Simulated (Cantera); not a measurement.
Charge: 1 mol CHF3, a varied amount of Si, at 900 K and 12000 Pa.

These are equilibrium values from Cantera (NASA tables, ideal gas, pure condensed phases), not measurements of a reactor. Candidate condensed phases: C, C6H6, C7H8, C8H18, Si, SiC; 113 gas species. Gases not in the tables: C2F6 and larger saturated fluorocarbons. Kinetics and transport are ignored.

Question: Which condensed phases are stable at each of these points (n(Si) (mol)): 0.029, 0.046, 0.071, 0.11, 0.17, 0.26, 0.41, 0.63, 0.98?

Answer: 
```
n(Si) (mol)      condensed phases  Si condensed (%)
-----------  --------------------  ----------------
0.029                 C(graphite)               0.0
0.046                 C(graphite)               0.0
0.071                 C(graphite)               0.0
0.11                  C(graphite)               0.0
0.17                  C(graphite)               0.0
0.26                  C(graphite)               0.0
0.41                  C(graphite)               0.0
0.63                  C(graphite)               0.0
0.98         C(graphite) + SiC(s)              23.4
```

From 0.029 mol Si to 0.63 mol Si the condensed part is C(graphite). At 0.98 mol Si the condensed part is C(graphite) + SiC(s).
